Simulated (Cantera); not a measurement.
A Cantera script and what it prints.

```python
import numpy as np
import cantera as ct

gas_names = """
    CL CL2 H HCL H2 Si SiCL SiCL2 SiCL3 SiCL4 SiH SiHCL3 SiH2 SiH2CL2 SiH3 SiH3CL SiH4 Si2 Si3
""".split()
cond_names = """
    Si(cr) Si(L)
""".split()


# ... load() reads the species with a 1 bar reference pressure and builds the phases ...
atoms = {
    'SiCl4': {'Si': 1, 'CL': 4},
    'HCl': {'H': 1, 'CL': 1},
    'H2': {'H': 2},
}
top_T = {}  # K; cautious upper limits of use, not melting points


# ... equilibrate(T, P, feed) seeds the gas with the atoms and calls Mixture.equilibrate('TP', solver="vcs", rtol=1e-11, max_steps=5000) ...
results = []
feed = {'SiCl4': 1, 'HCl': 0.64, 'H2': 0.66}  # mol
T = 1348  # K
P = 190000  # Pa
mix = equilibrate(T, P, feed)
results.append((T, P, feed, dict(zip(mix.species_names, mix.species_moles))))
print(gas.report(threshold=0.0001))
for i in range(1, mix.n_phases):
    print(f"{mix.phase(i).name:16s} {mix.phase_moles(i):12.5e} mol")
```

It prints:

```
       temperature   1348 K
          pressure   1.9e+05 Pa
           density   1.422 kg/m^3
  mean mol. weight   83.884 kg/kmol
   phase of matter   gas

                          1 kg             1 kmol
                     ---------------   ---------------
          enthalpy       -2.8916e+06       -2.4256e+08  J
   internal energy       -3.0252e+06       -2.5376e+08  J
           entropy            3931.2        3.2977e+05  J/K
    Gibbs function       -8.1908e+06       -6.8708e+08  J
 heat capacity c_p            764.75             64150  J/K
 heat capacity c_v            665.63             55836  J/K

                      mass frac. Y      mole frac. X     chem. pot. / RT
                     ---------------   ---------------   ---------------
               HCL           0.13537           0.31146           -33.849
                H2         0.0061852           0.25736           -19.013
             SiCL2         0.0023624          0.002002           -59.281
             SiCL3          0.020182          0.012593           -83.623
             SiCL4           0.80562           0.39779           -107.97
            SiHCL3          0.030126          0.018658            -93.13
           SiH2CL2        0.00015348        0.00012747           -78.293
     [  +12 minor]        5.7353e-07        1.9628e-06

Si(cr)            0.00000e+00 mol
```

These are equilibrium values from Cantera (NASA tables, ideal gas, pure condensed phases), not measurements of a reactor. The tables' values for SiCl3 are old estimates; treat these amounts as uncertain.
